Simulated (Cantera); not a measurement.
Feed: 1 mol Si3N4, 4.2 mol H2O, 85 mol H2, held at 2148 K and 10.0 Torr.

These are equilibrium values from Cantera (NASA tables, ideal gas, pure condensed phases), not measurements of a reactor. Candidate condensed phases: H2O, Si, SiO2, Si2N2O, Si3N4; 35 gas species. The numbers say what is thermodynamically allowed, not how fast it happens.

Base state: H2 0.901, H 0.0343, SiO 0.0313, N2 0.0209, H2O 0.0125, OH 6.10e-5 (mole fractions); condensed: gas only.

Question: What changes in the equilibrium state with this change: H2O from 4.2 to 0.28 mol?

Answer: 
```
species      before     after
----------  -------  --------
H2            0.901     0.922
H            0.0343    0.0347
N2           0.0209    0.0220
SiO          0.0313   0.00309
Si          2.41e-7    0.0165
H2O          0.0125   1.83e-8
Si2           <1e-9  0.000238
SiH2        3.05e-9  0.000214
SiH         1.29e-8  0.000898
Si2N          <1e-9   6.10e-5
OH          6.10e-5     <1e-9
Si(l), mol        0      1.05
```
The tables' values for SiN are old estimates; treat these amounts as uncertain. Gases not in the tables: Si2H6 and higher silanes.
